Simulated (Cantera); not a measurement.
An adiabatic, constant-pressure homogeneous reactor starts with CO : H₂ : CH₄ : O₂ : N₂ = 1 : 0.35 : 0.095 : 1.97 : 8.65 (molar parts), equivalence ratio 0.44, at 1500 K and 563 Torr. Integrator tolerance rtol = 1e-08.

Cantera simulation using GRI-Mech 3.0 (53 species, 325 reactions); the numbers are that mechanism's predictions, not measurements.

### Question
What does this change do: pressure from 563 Torr to 3080 Torr?

### Answer
| quantity | before | after |
|---|---|---|
| time of steepest temperature rise | 45.5 µs | 9.77 µs |
| temperature at 4.00 s | 2378 K | 2414 K |
| equilibrium temperature | 2378 K | 2414 K |
| x(CO) at 4.00 s | 0.00640 (gas-phase equilibrium 0.00640) | 0.00351 (gas-phase equilibrium 0.00351) |
| x(H₂) at 4.00 s | 0.000536 (gas-phase equilibrium 0.000536) | 0.000286 (gas-phase equilibrium 0.000286) |
| x(CH₄) at 4.00 s | <1e-12 (gas-phase equilibrium <1e-12) | <1e-12 (gas-phase equilibrium <1e-12) |
| x(C₂H₆) at 4.00 s | <1e-12 (gas-phase equilibrium <1e-12) | <1e-12 (gas-phase equilibrium <1e-12) |
| x(O) at 4.00 s | 0.00270 (gas-phase equilibrium 0.00270) | 0.00140 (gas-phase equilibrium 0.00140) |
| x(C₂H₂) at 4.00 s | <1e-12 (gas-phase equilibrium <1e-12) | <1e-12 (gas-phase equilibrium <1e-12) |
| x(NO₂) at 4.00 s | 6.86e-6 (gas-phase equilibrium 6.86e-6) | 1.64e-5 (gas-phase equilibrium 1.64e-5) |

### Question
What does this change do: initial temperature 1500 to 1525 K?

### Answer
```tsv
quantity	before	after
time of steepest temperature rise	45.5 µs	42.0 µs
temperature at 4.00 s	2378 K	2393 K
equilibrium temperature	2378 K	2393 K
x(CO) at 4.00 s	0.00640 (gas-phase equilibrium 0.00640)	0.00695 (gas-phase equilibrium 0.00695)
x(H₂) at 4.00 s	0.000536 (gas-phase equilibrium 0.000536)	0.000579 (gas-phase equilibrium 0.000579)
x(CH₄) at 4.00 s	<1e-12 (gas-phase equilibrium <1e-12)	<1e-12 (gas-phase equilibrium <1e-12)
x(C₂H₆) at 4.00 s	<1e-12 (gas-phase equilibrium <1e-12)	<1e-12 (gas-phase equilibrium <1e-12)
x(O) at 4.00 s	0.00270 (gas-phase equilibrium 0.00270)	0.00294 (gas-phase equilibrium 0.00294)
x(C₂H₂) at 4.00 s	<1e-12 (gas-phase equilibrium <1e-12)	<1e-12 (gas-phase equilibrium <1e-12)
x(NO₂) at 4.00 s	6.86e-6 (gas-phase equilibrium 6.86e-6)	6.93e-6 (gas-phase equilibrium 6.93e-6)
```
